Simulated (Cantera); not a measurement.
Input: 1 mol BaF2, 0.3 mol HF, 4.2 mol H2, equilibrated at 7.50 Torr.

These are equilibrium values from Cantera (NASA tables, ideal gas, pure condensed phases), not measurements of a reactor. Candidate condensed phases: Ba, BaF2; 14 gas species. Equilibrium is a limit: real reactors are often held back by kinetics, nucleation or transport.

### Question
At 1950 K, list the 6 most abundant gas species with their mole fractions, and the condensed phases.

### Answer
H2 0.740, BaF2 0.163, HF 0.0703, BaF 0.0163, H 0.00986, Ba 6.56e-5. Condensed: gas only.
